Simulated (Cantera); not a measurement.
Charge: 1 mol N2O, 0.44 mol O2, 2.8 mol N2, 0.14 mol H2O, held at 2650 K and 0.230 bar.

Cantera equilibrium calculation (NASA polynomials, part measured and part estimated; ideal gas, pure solids and liquids). Kinetics and transport are ignored.

```csv
species,before,after
N2,0.752,0.777
O2,0.162,0.191
H2O,0.0188,0.0285
O,0.0245,5.18e-5
OH,0.0132,0.000319
NO,0.0253,0.00300
H,0.00331,7.08e-7
H2,0.00115,3.47e-6
```
Gas species are given as mole fractions.

### Question
Which change was made?
A) pressure from 0.230 bar to 79.0 mbar
B) temperature from 2650 K to 1723 K
C) temperature from 2650 K to 2750 K
D) H2O from 0.14 to 2.3 mol

### Answer
B, temperature from 2650 K to 1723 K
